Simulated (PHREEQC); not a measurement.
Model water analysis in mg/L, 5 °C, pH 1.87, pe 9: Na 177; K 348; Ca 415; Mg 49.2; Cl 462; S(6) as SO4 2600; Zn 2.14; Cu(2) 1.55; Ni 11.3.

Na is adjusted to close the charge balance.
Valence states are taken as typed.

Model: ion-association model, wateq4f.dat, run in PHREEQC.

Each row changes one thing in this solution. No solid was allowed to form.

| case | ionic strength (mol/kgw) | SO4-2 (mol/kgw) | HSO4- (mol/kgw) | Ca+2 (mol/kgw) | CaSO4 (mol/kgw) | Mg+2 (mol/kgw) | SI of Gypsum (CaSO4:2H2O) | SI of Epsomite (MgSO4:7H2O) |
|---|---|---|---|---|---|---|---|---|
| as made | 0.0758 | 0.0155 | 0.00713 | 0.00699 | 0.00314 | 0.00147 | -0.11 | -3.09 |
| temperature from 5 to 45 °C at the same typed pH | (withheld) | (withheld) | (withheld) | 0.00692 | 0.00306 | 0.00118 | -0.28 | (withheld) |
| Cu(2) from 1.55 to 4.65 mg/L | 0.0758 | 0.0155 | (withheld) | 0.00700 | 0.00314 | 0.00147 | -0.11 | -3.09 |

Q: What belongs in the gaps?

A: 
- temperature from 5 to 45 °C at the same typed pH, ionic strength (mol/kgw): 0.0655
- temperature from 5 to 45 °C at the same typed pH, SO4-2 (mol/kgw): 0.0107
- temperature from 5 to 45 °C at the same typed pH, HSO4- (mol/kgw): 0.0116
- temperature from 5 to 45 °C at the same typed pH, SI of Epsomite (MgSO4:7H2O): -3.63
- Cu(2) from 1.55 to 4.65 mg/L, HSO4- (mol/kgw): 0.00712

At this temperature some constants are extrapolated from 25 °C, and those without enthalpy data are left unchanged.
